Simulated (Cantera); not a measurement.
A closed system holds: 1 mol TiC, 0.071 mol H2, held at 2100 K and 13.3 mbar.

Cantera equilibrium calculation (NASA polynomials, part measured and part estimated; ideal gas, pure solids and liquids). Candidate condensed phases: C, C6H6, C7H8, C8H18, Ti, TiC; 77 gas species. TiC: taken at fixed stoichiometry. Kinetics and transport are ignored.

Base state: H2 0.973, H 0.0266 (mole fractions); condensed: TiC(s).

What changes in the equilibrium state with this change: TiC replaced by BN?


```json
[
 {"species": "H2", "before": "0.973", "after": "0.937"},
 {"species": "N2", "before": "0", "after": "0.0366"},
 {"species": "H", "before": "0.0266", "after": "0.0261"},
 {"species": "BH2", "before": "0", "after": "0.000757"},
 {"species": "B", "before": "0", "after": "4.87e-5"},
 {"species": "TiC(s), mol", "before": "1.000", "after": "0"},
 {"species": "B(s), mol", "before": "0", "after": "0.00540"},
 {"species": "BN(s), mol", "before": "0", "after": "0.995"}
]
```
Mutual solubility and eutectic melting of coexisting phases are not modelled. The tables' values for BH2 are old estimates; treat these amounts as uncertain. Further candidate phases: B, BN.

What changes in the equilibrium state with this change: temperature from 2100 K to 2000 K?


```csv
species,before,after
H2,0.973,0.986
H,0.0266,0.0140
"TiC(s), mol",1.000,1.00
```

What changes in the equilibrium state with this change: pressure from 13.3 mbar to 0.133 bar?


| species | before | after |
|---|---|---|
| H2 | 0.973 | 0.992 |
| H | 0.0266 | 0.00850 |
| TiC(s), mol | 1.000 | 1.00 |
